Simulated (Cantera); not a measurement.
A perfectly stirred reactor is fed with CH4 : CO2 = 1.6 : 2.6 (molar parts), at 5.33 atm; it is held at 1998 K, and followed from long to short residence time.

Detailed kinetics in Cantera: GRI-Mech 3.0 (53 species, 325 reactions).

x: mole fraction; the columns are a selection and need not sum to one.

| τ (s) | x CH4 | x CO2 | x H2O2 | x OH | x H |
|---|---|---|---|---|---|
| 0.70 | 0.00210 | 0.0367 | 1.69e-11 | 1.24e-5 | 0.000394 |
| 0.25 | 0.00409 | 0.0393 | 1.90e-11 | 1.31e-5 | 0.000390 |
| 0.088 | 0.00730 | 0.0455 | 2.44e-11 | 1.49e-5 | 0.000380 |
| 0.031 | 0.0120 | 0.0579 | 3.64e-11 | 1.82e-5 | 0.000362 |
| 0.011 | (withheld) | (withheld) | 5.96e-11 | (withheld) | 0.000335 |
| 0.0040 | (withheld) | (withheld) | 9.35e-11 | (withheld) | (withheld) |
| 0.0014 | 0.0442 | 0.177 | 1.20e-10 | 3.29e-5 | 0.000263 |

Q: What belongs in the gaps?

A: 
- 0.011, x CH4: 0.0186
- 0.011, x CO2: 0.0801
- 0.011, x OH: 2.32e-5
- 0.0040, x CH4: 0.0279
- 0.0040, x CO2: 0.116
- 0.0040, x OH: 2.91e-5
- 0.0040, x H: 0.000300
